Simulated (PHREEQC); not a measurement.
Buffer: speciation

A solution holds 22 mmol/kgw NH4Cl and 100 mmol/kgw K2HPO4, at 20 °C. Closed to the air; pH follows from the charge balance.

Equilibrium calculation in PHREEQC: ion-association model, wateq4f.dat.

This is a speciation only: nothing precipitates in the calculation.

Problem. What pH does the model give?

Solution. pH 8.47.

Problem. In which forms is N present?

Solution. NH4+ 92 %, NH3 8.0 % of the N.

H3PO4, which wateq4f.dat lacks, is added to it with the constant of phreeqc.dat.
